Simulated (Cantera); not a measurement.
What does this Cantera script print?

```python
import numpy as np
import cantera as ct

gas_names = """
    N N2 Si SiN Si2 Si2N Si3
""".split()
cond_names = """
    Si(cr) Si(L) Si3N4(a)
""".split()


# ... load() reads the species with a 1 bar reference pressure and builds the phases ...
atoms = {
    'Si3N4': {'Si': 3, 'N': 4},
    'N2': {'N': 2},
    'Si': {'Si': 1},
}
top_T = {'Si3N4(a)': 2400}  # K; cautious upper limits of use, not melting points


# ... equilibrate(T, P, feed) seeds the gas with the atoms and calls Mixture.equilibrate('TP', solver="vcs", rtol=1e-11, max_steps=5000) ...
results = []
feed = {'Si3N4': 1, 'N2': 3.3, 'Si': 0.13}  # mol
T = 1725  # K
for P in [1, 16, 250, 4000, 63000, 1000000]:
    mix = equilibrate(T, P, feed)
    results.append((T, P, feed, dict(zip(mix.species_names, mix.species_moles))))
    x = sorted(zip(gas.X, gas.species_names), reverse=True)
    print(f"T = {T:g} K  P = {P:g} Pa  gas = {mix.phase_moles(0):.4g} mol")
    print("   x: " + "  ".join(f"{s} {v:.3e}" for v, s in x if v > 1e-05))
    print("   condensed (mol): " + ("  ".join(f"{mix.phase(i).name} {mix.phase_moles(i):.4g}"
          for i in range(1, mix.n_phases) if mix.phase_moles(i) > 1e-12) or "none"))
```

Result:

```
T = 1725 K  P = 1 Pa  gas = 5.904 mol
   x: N2 8.974e-01  Si 1.015e-01  Si2 4.840e-04  Si2N 2.974e-04  SiN 1.697e-04  Si3 1.202e-04
   condensed (mol): Si(L) 2.518
T = 1725 K  P = 16 Pa  gas = 5.334 mol
   x: N2 9.935e-01  Si 6.345e-03  Si2N 7.822e-05  SiN 4.464e-05  Si2 3.025e-05
   condensed (mol): Si(L) 3.095
T = 1725 K  P = 250 Pa  gas = 3.216 mol
   x: N2 9.996e-01  Si 4.009e-04  Si2N 1.935e-05  SiN 1.119e-05
   condensed (mol): Si3N4(a) 1.043
T = 1725 K  P = 4000 Pa  gas = 3.213 mol
   x: N2 1.000e+00
   condensed (mol): Si3N4(a) 1.043
T = 1725 K  P = 63000 Pa  gas = 3.213 mol
   x: N2 1.000e+00
   condensed (mol): Si3N4(a) 1.043
T = 1725 K  P = 1e+06 Pa  gas = 3.213 mol
   x: N2 1.000e+00
   condensed (mol): Si3N4(a) 1.043
```

Cantera equilibrium calculation (NASA polynomials, part measured and part estimated; ideal gas, pure solids and liquids). The tables' values for SiN are old estimates; treat these amounts as uncertain.
